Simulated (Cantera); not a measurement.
Charge: 1 mol Cu₂O, 0.38 mol C, 2.3 mol N₂, held at 1075 K and 1 atm.

Equilibrium computed with Cantera from the NASA thermochemical tables; the gas is ideal and each condensed phase is pure. Candidate condensed phases: C, Cu, CuO, Cu₂O; 27 gas species. Mutual solubility and eutectic melting of coexisting phases are not modelled. Equilibrium is a limit: real reactors are often held back by kinetics, nucleation or transport.

Base state: N₂ 0.858, CO₂ 0.142 (mole fractions); condensed: Cu(s) + Cu₂O(s).

Problem. What changes in the equilibrium state with this change: Cu₂O replaced by Fe₂O₃?

Solution. 
| species | before | after |
|---|---|---|
| N₂ | 0.858 | 0.858 |
| CO₂ | 0.142 | 0.134 |
| CO | 2.21e-6 | 0.00748 |
| Cu(s), mol | 1.52 | 0 |
| Cu₂O(s), mol | 0.240 | 0 |
| FeO(s), mol | 0 | 1.22 |
| Fe₃O₄(s), mol | 0 | 0.260 |
The tables' stoichiometric FeO is somewhat more stable than real wüstite, so its field is too wide. FeO: taken at fixed stoichiometry. Further candidate phases: Fe, Fe(CO)₅, FeO, Fe₂O₃, Fe₃O₄.

Problem. What changes in the equilibrium state with this change: Cu₂O replaced by PbO?

Solution. 
```json
[
 {"species": "N₂", "before": "0.858", "after": "0.858"},
 {"species": "CO₂", "before": "0.142", "after": "0.142"},
 {"species": "Pb", "before": "0", "after": "7.49e-5"},
 {"species": "CO", "before": "2.21e-6", "after": "2.51e-5"},
 {"species": "Cu(s), mol", "before": "1.52", "after": "0"},
 {"species": "Cu₂O(s), mol", "before": "0.240", "after": "0"},
 {"species": "Pb(l), mol", "before": "0", "after": "0.760"},
 {"species": "PbO(yellow), mol", "before": "0", "after": "0.240"}
]
```
Further candidate phases: Pb, PbO, PbO₂, Pb₃O₄.
